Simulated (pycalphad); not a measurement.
Source of the numbers: pycalphad with the COST 507 light-alloy database (1999); pressure 1 atm. These are 1990s assessments: newer ones move some temperatures and phases. Phase fractions are per mole of atoms.

Task: Give the equilibrium state of Al-8.765Si (wt.%) at 457 °C.

Result: fcc, fraction 0.920, with 0.51 Si wt.%; diamond (Si), fraction 0.080, with >99.99 Si wt.%.
